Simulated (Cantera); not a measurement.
Input (Python, Cantera):

```python
import numpy as np
import cantera as ct

gas = ct.Solution("gri30.yaml")


def delay(T, t_max=10):
    gas.TPX = T, 96000, {'CH4': 1, 'O2': 0.909, 'N2': 3.42}
    reactor = ct.IdealGasConstPressureReactor(gas, clone=False)
    net = ct.ReactorNet([reactor])
    net.rtol, net.atol = 1e-8, 1e-16
    while net.time < t_max:
        t_old, T_old = net.time, reactor.T
        net.step()
        if reactor.T > T + 400:  # ignition: a rise of 400 K
            return t_old + (T + 400 - T_old) / (reactor.T - T_old) * (net.time - t_old)
    return np.nan


taus = []
for T in [1075, 1125, 1175, 1225, 1275, 1325, 1375]:
    taus.append(delay(T))
    print(f"T0 = {T:6g} K   tau = {taus[-1]:.4e} s")
```

It prints:

```
T0 =   1075 K   tau = 5.0296e-01 s
T0 =   1125 K   tau = 2.2636e-01 s
T0 =   1175 K   tau = 1.0634e-01 s
T0 =   1225 K   tau = 5.1914e-02 s
T0 =   1275 K   tau = 2.6209e-02 s
T0 =   1325 K   tau = 1.3628e-02 s
T0 =   1375 K   tau = 7.2832e-03 s
```

Cantera simulation using GRI-Mech 3.0 (53 species, 325 reactions); the numbers are that mechanism's predictions, not measurements.
